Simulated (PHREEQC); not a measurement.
Consider water at 25 °C with 0.00058 mol/kgw Li2CO3. Closed to the air; pH follows from the charge balance.

Computed with PHREEQC (Pitzer model, pitzer.dat).

```json
[
 {"quantity": "pH", "before": "10.38", "after": "9.91"},
 {"quantity": "ionic strength (mol/kgw)", "before": "0.00148", "after": "0.000265"}
]
```

Question: Which change was made?
(A) Li2CO3 from 0.00058 to 0.000116 mol/kgw
(B) diluted 10-fold with water
(C) diluted 2-fold with water
(D) 3.5e-05 mol/kgw NaCl added
(E) 0.00019 mol/kgw NaOH added

Answer: A, Li2CO3 from 0.00058 to 0.000116 mol/kgw

This is a speciation only: nothing precipitates in the calculation.
